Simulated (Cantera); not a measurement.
Gas mixture: N2 : NO : O2 = 0.83 : 0.53 : 0.59 (molar parts), at 0.195 Torr, frozen composition.

Cantera's kinetic-theory transport with the Lennard-Jones parameters of GRI-Mech 3.0, ideal gas; thermal conductivity in the multicomponent form. The composition is frozen, though it would react at the higher temperatures.

One state of this run: ρ (kg/m³) = 9.31e-5; cp (J/kg/K) = 1134; μ (µPa s) = 43.8; λ (mW/m/K) = 70.2; Pr = 0.708; D (cm²/s) C2H2 = 5280; D (cm²/s) OH = 9570; D (cm²/s) CH4 = 6930. D: mixture-averaged diffusion coefficient of that species in the mixture.

Problem. Which value of T (K) does it belong to?
A. 1200
B. 800
C. 1000
D. 1400

Solution. C, 1000
